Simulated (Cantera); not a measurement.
# NaCl + N2 (halide evaporation, hydrolysis and transport)

Feed: 1 mol NaCl, 1 mol N2, equilibrated at 1.33 mbar.

Method: chemical equilibrium by Gibbs-energy minimisation in Cantera with the NASA 1993 tables (ideal gas, pure condensed phases). Candidate condensed phases: Na, NaCl; 8 gas species. Rates play no part.

```tsv
T (K)	x N2	x NaCl	x Na	x Cl	x Na2Cl2	x Cl2	x N	n NaCl(s)
798	1.000	5.90e-5	1.96e-12	1.96e-12	1.26e-5	<1e-12	<1e-12	1.000
998	0.939	0.0437	2.77e-8	2.75e-8	0.0170	7.09e-12	<1e-12	0.917
1198	0.517	0.449	5.74e-6	5.73e-6	0.0339	2.05e-9	<1e-12	0
1398	0.501	0.496	0.000119	0.000119	0.00247	2.42e-8	<1e-12	0
1598	0.500	0.498	0.00113	0.00112	0.000305	1.43e-7	1.24e-11	0
1798	0.497	0.490	0.00640	0.00640	5.84e-5	5.58e-7	6.81e-10	0
1998	0.487	0.462	0.0252	0.0252	1.43e-5	1.58e-6	1.68e-8	0
2198	0.464	0.391	0.0729	0.0729	3.58e-6	3.28e-6	2.27e-7	0
```
x: gas mole fraction; n: condensed amount in mol.

From 798 K to 998 K the condensed part is NaCl(s). From 1198 K to 2198 K nothing is condensed. The main Na-bearing gas is NaCl throughout.
